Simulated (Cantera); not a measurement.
Input: 1 mol SiCl₄, 5.3 mol NO, 5.9 mol N₂, equilibrated at 1350 °C and 0.0133 bar.

Cantera equilibrium calculation (NASA polynomials, part measured and part estimated; ideal gas, pure solids and liquids). Candidate condensed phases: Si, SiO₂, Si₂N₂O, Si₃N₄; 23 gas species. The tables hold silica as quartz up to 1696 K and as liquid above; real silica turns to tridymite and cristobalite and melts near 1996 K. The numbers say what is thermodynamically allowed, not how fast it happens.

Base state: N₂ 0.625, Cl 0.215, O₂ 0.120, Cl₂ 0.0389, NO 0.00144, ClO 0.000182, O 5.70e-5 (mole fractions); condensed: SiO₂(β-quartz).

Q: What changes in the equilibrium state with this change: temperature from 1350 °C to 627 °C?

A: 
```json
[
 {"species": "N₂", "before": "0.625", "after": "0.701"},
 {"species": "Cl₂", "before": "0.0389", "after": "0.164"},
 {"species": "O₂", "before": "0.120", "after": "0.135"},
 {"species": "Cl", "before": "0.215", "after": "0.000259"},
 {"species": "O", "before": "5.70e-5", "after": "<1e-9"},
 {"species": "NO", "before": "0.00144", "after": "6.98e-6"},
 {"species": "ClO", "before": "0.000182", "after": "9.24e-7"},
 {"species": "SiO₂(β-quartz), mol", "before": "1.000", "after": "1.00"}
]
```
